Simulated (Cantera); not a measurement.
Source: NASA polynomial tables (part measured, part estimated), evaluated in Cantera. Values are per mole of reaction as written; species without (g) are pure solids or liquids, kept so even where they would boil at 1 bar.

Question: Between 300 and 900 K, where is each reaction favourable under standard conditions?
- 4 FeSO4 → 4 S + 2 Fe2O3 + 5 O2(g)

Answer: 
- 4 FeSO4 → 4 S + 2 Fe2O3 + 5 O2(g): ΔG° is 1811 kJ at 300 K and 1275 kJ at 900 K; it stays positive (K < 1). ΔH° is 2095 kJ and ΔS° 911 J/K at 900 K.
